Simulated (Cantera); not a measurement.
## Reactions in the system N-O-Zr

Source: NASA polynomial tables (part measured, part estimated), evaluated in Cantera. Values are per mole of reaction as written; species without (g) are pure solids or liquids, kept so even where they would boil at 1 bar. ZrN: taken at fixed stoichiometry.

3 ZrN + 5 NO₂(g) ⇌ 3 ZrO₂ + 4 N₂O(g)

```json
[
 {"T (K)": "300", "ΔH° (kJ)": "-2041.2", "ΔS° (J/K)": "-286.3", "ΔG° (kJ)": "-1955.3", "log10 K": "340.44", "condensed phases": "ZrN(s), ZrO₂(monoclinic)"},
 {"T (K)": "1300", "ΔH° (kJ)": "-2015.7", "ΔS° (J/K)": "-249.4", "ΔG° (kJ)": "-1691.6", "log10 K": "67.97", "condensed phases": "ZrN(s), ZrO₂(monoclinic)"},
 {"T (K)": "1450", "ΔH° (kJ)": "-2011.8", "ΔS° (J/K)": "-246.5", "ΔG° (kJ)": "-1654.4", "log10 K": "59.60", "condensed phases": "ZrN(s), ZrO₂(monoclinic)"},
 {"T (K)": "1600", "ΔH° (kJ)": "-1992.4", "ΔS° (J/K)": "-233.4", "ΔG° (kJ)": "-1619.0", "log10 K": "52.85", "condensed phases": "ZrN(s), ZrO₂(tetragonal)"},
 {"T (K)": "1750", "ΔH° (kJ)": "-1991.7", "ΔS° (J/K)": "-233.0", "ΔG° (kJ)": "-1584.0", "log10 K": "47.28", "condensed phases": "ZrN(s), ZrO₂(tetragonal)"},
 {"T (K)": "1900", "ΔH° (kJ)": "-1991.7", "ΔS° (J/K)": "-232.9", "ΔG° (kJ)": "-1549.1", "log10 K": "42.59", "condensed phases": "ZrN(s), ZrO₂(tetragonal)"},
 {"T (K)": "2050", "ΔH° (kJ)": "-1992.2", "ΔS° (J/K)": "-233.2", "ΔG° (kJ)": "-1514.1", "log10 K": "38.58", "condensed phases": "ZrN(s), ZrO₂(tetragonal)"},
 {"T (K)": "2200", "ΔH° (kJ)": "-1993.3", "ΔS° (J/K)": "-233.7", "ΔG° (kJ)": "-1479.1", "log10 K": "35.12", "condensed phases": "ZrN(s), ZrO₂(tetragonal)"},
 {"T (K)": "2350", "ΔH° (kJ)": "-1994.9", "ΔS° (J/K)": "-234.4", "ΔG° (kJ)": "-1444.0", "log10 K": "32.10", "condensed phases": "ZrN(s), ZrO₂(tetragonal)"}
]
```
